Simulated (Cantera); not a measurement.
What does this Cantera script print?

```python
import numpy as np
import cantera as ct

gas = ct.Solution("gri30.yaml")
gas.TPX = 625, 13332, {'CH4': 1, 'C2H6': 0.068, 'C3H8': 0.46, 'O2': 5.53, 'N2': 13.8}
flame = ct.FreeFlame(gas, width=0.16)
flame.set_refine_criteria(ratio=3, slope=0.08, curve=0.16)
flame.transport_model = "mixture-averaged"
flame.solve(loglevel=0, auto=True)
z, T = flame.grid, flame.T
thick = (T[-1] - T[0]) / np.gradient(T, z).max()
show = ['CH4', 'C2H6', 'C3H8', 'N2O', 'O', 'CH2CO']
print(f"laminar burning velocity  {flame.velocity[0] * 100:.3f} cm/s")
print(f"burnt temperature         {T[-1]:.1f} K")
print(f"thermal thickness         {thick * 1e3:.4f} mm")
print(f"grid points               {len(z)}")
z0 = z[flame.heat_release_rate.argmax()]
print(f"{'z/mm':>9s}{'T/K':>9s}{'u/(m/s)':>9s}" + "".join(f"{s:>11s}" for s in show))
rows = []
for k in (-3, -2, -1.5, -1, -0.5, -0.25, 0, 0.25, 0.5, 1, 2, 4, 8):
    zz = z0 + k * thick
    rows.append([k * thick, np.interp(zz, z, T), np.interp(zz, z, flame.velocity),
                 *(np.interp(zz, z, flame.X[gas.species_index(s)]) for s in show)])
    print(f"{rows[-1][0] * 1e3:9.3f}{rows[-1][1]:9.1f}{rows[-1][2]:9.3f}" + "".join(f"{x:11.3e}" for x in rows[-1][3:]))
```

It prints:

```
laminar burning velocity  281.940 cm/s
burnt temperature         2421.1 K
thermal thickness         1.3636 mm
grid points               173
     z/mm      T/K  u/(m/s)        CH4       C2H6       C3H8        N2O          O      CH2CO
   -4.091    625.0    2.822  4.790e-02  3.258e-03  2.204e-02  8.304e-15  6.160e-10  5.162e-10
   -2.727    625.6    2.828  4.780e-02  3.253e-03  2.200e-02  1.659e-13  1.320e-08  1.220e-08
   -2.045    628.5    2.848  4.759e-02  3.246e-03  2.194e-02  1.471e-12  8.176e-08  1.275e-07
   -1.364    656.2    2.993  4.655e-02  3.269e-03  2.160e-02  2.569e-11  6.264e-07  3.007e-06
   -0.682    952.0    4.451  3.760e-02  3.694e-03  1.586e-02  7.811e-10  2.989e-05  1.658e-04
   -0.341   1351.0    6.491  2.371e-02  2.012e-03  5.388e-03  3.072e-09  3.471e-04  7.389e-04
    0.000   1752.5    8.593  8.407e-03  2.068e-04  2.781e-04  8.544e-09  2.358e-03  9.892e-04
    0.341   1945.2    9.609  1.462e-03  3.238e-06  1.426e-06  1.498e-08  7.318e-03  3.687e-04
    0.682   1993.4    9.855  1.482e-04  1.310e-08  1.348e-09  1.998e-08  1.197e-02  5.823e-05
    1.364   2016.8    9.934  1.030e-06  2.911e-13  2.548e-15  2.404e-08  1.539e-02  6.529e-07
    2.727   2041.1   10.004  3.186e-10  4.208e-19  2.682e-22  2.433e-08  1.635e-02  3.826e-10
    5.454   2071.1   10.117  4.317e-15  5.634e-25  3.777e-30  2.506e-08  1.602e-02  1.435e-14
   10.909   2116.5   10.302  3.448e-18  1.357e-31  1.551e-39  2.787e-08  1.479e-02  3.881e-20
```

Detailed kinetics in Cantera: GRI-Mech 3.0 (53 species, 325 reactions). GRI-Mech 3.0 was tuned for natural gas; its chemistry of propane as a main component is partial and can be far from experiment. Burning velocities carry a grid error of a few per cent, more on coarse grids.
